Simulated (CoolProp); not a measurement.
Carbonyl sulfide along the isotherm 408.6 K: density (kg/m³) from the reference equation and from simpler models built on Tc = 378.8 K, pc = 6.369 MPa, ω = 0.098; each cubic takes its own stable root.

Model: reference Helmholtz-energy equation of state, Lemmon 2006, in CoolProp. It is a short technical equation, of lower accuracy than the large ones.

```tsv
p (MPa)	phase	reference	van der Waals	Soave-Redlich-Kwong
0.0503	gas	0.8913	0.8912	0.8914
0.0784	gas	1.391	1.391	1.391
0.122	gas	2.168	2.168	2.169
0.19	gas	3.387	3.385	3.387
0.296	gas	5.300	5.295	5.301
0.461	gas	8.313	8.302	8.316
0.718	gas	13.09	13.07	13.10
1.12	gas	20.80	20.74	20.82
1.74	gas	33.30	33.13	…
2.71	gas	54.60	54.17	54.62
4.22	gas	93.49	92.40	…
6.57	supercritical	179.4	178.7	176.9
10.2	supercritical	486.8	…	428.1
15.9	supercritical	693.2	542.9	617.1
```

Problem. Fill in the missing entries.

Solution. 
- 1.74, Soave-Redlich-Kwong: 33.33
- 4.22, Soave-Redlich-Kwong: 93.32
- 10.2, van der Waals: 439.2
